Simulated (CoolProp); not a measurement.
Properties of o-xylene along the isotherm 346.85 °C (Tc = 357.1 °C, pc = 37.37 bar, ω = 0.312).

Model: reference Helmholtz-energy equation of state, Zhou 2012, in CoolProp.

| p (bar) | phase | conductivity (mW/(m K)) | Prandtl number |
|---|---|---|---|
| 7.01 | gas | 44.1 | 0.728 |
| 14 | gas | 45.2 | 0.758 |
| 21 | gas | 47.3 | 0.801 |
| 28 | gas | 52.5 | 0.905 |
| 35 | liquid | 77.0 | 2.89 |
| 42 | liquid | 76.0 | 2.79 |
| 49.1 | liquid | 76.4 | 2.84 |
| 56.1 | liquid | 76.8 | 2.91 |

Viscosity comes from a separate model (Cao 2016). Thermal conductivity comes from a separate model (Mylona 2014).
